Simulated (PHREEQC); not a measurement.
Make-up at 25 °C: 28 mmol/kgw H2SO4, 3.5 mmol/kgw K2SO4 and 0.0097 mmol/kgw CO2. Closed to the air; pH follows from the charge balance.

All values are PHREEQC results (ion-association model, phreeqc.dat), not measurements.

Precipitation was switched off in this run.

Q: Order these S species by the share of S that they hold, largest first: HSO4-, SO4-2, KSO4-.

A: HSO4- (62 %), SO4-2 (37 %), KSO4- (0.78 %)

The pH is 1.51 and the ionic strength 0.0550 mol/kgw.
